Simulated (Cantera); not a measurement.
A perfectly stirred reactor is fed with 20.2 % CO, 4.65 % H2, 2.23 % CH4, 10.6 % O2, 62.3 % N2, equivalence ratio 1.6, at 9.87 atm; it is adiabatic with a 400 K inlet, and is followed from long to short residence time, starting on the burning branch (τ in s: 0.39, 0.13, 0.042, 0.014, 0.0046, 0.0015, 0.0005, 0.00016, 5.4e-05, 1.8e-05).

Cantera simulation using GRI-Mech 3.0 (53 species, 325 reactions); the numbers are that mechanism's predictions, not measurements.

Question: Predict: blow-out, bracketed by the residence times tried; x(CO) at τ = 0.390 s; x(H2) at τ = 0.390 s; x(CH4) at τ = 0.390 s; x(H2O) at τ = 0.390 s; x(O) at τ = 0.390 s; x(CO) at τ = 1.50 ms; x(H2) at τ = 1.50 ms; x(CH4) at τ = 1.50 ms; x(H2O) at τ = 1.50 ms; x(O) at τ = 1.50 ms.

Answer: 
| Item | Result |
|---|---|
| blow-out, bracketed by the residence times tried | burning at 54.0 µs, out at 18.0 µs |
| x(CO) at τ = 0.390 s | 0.117 |
| x(H2) at τ = 0.390 s | 0.0179 |
| x(CH4) at τ = 0.390 s | 3.13e-5 |
| x(H2O) at τ = 0.390 s | 0.0789 |
| x(O) at τ = 0.390 s | 1.09e-7 |
| x(CO) at τ = 1.50 ms | 0.118 |
| x(H2) at τ = 1.50 ms | 0.0175 |
| x(CH4) at τ = 1.50 ms | 0.000108 |
| x(H2O) at τ = 1.50 ms | 0.0785 |
| x(O) at τ = 1.50 ms | 1.95e-5 |
